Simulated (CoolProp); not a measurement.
Vapour-liquid equilibrium of R134a (1) + R227EA (2) at 0.157 bar; x and y are mole fractions of (1).

Values from CoolProp's multi-fluid Helmholtz-energy mixture model, Tillner-Roth 1994 and Lemmon 2016; pair parameters Bell 2016.

**Question.** Give the bubble temperature and the first vapour's composition at x = 0.125, 0.2, 0.275. Is there an azeotrope?

**Answer.** x = 0.125: 219.0 K, y = 0.217; x = 0.2: 218.1 K, y = 0.321; x = 0.275: 217.3 K, y = 0.411. No azeotrope shows between x = 0.05 and 0.95.

Pair parameters are fitted to limited data, so mixtures are less certain than the pure fluids.
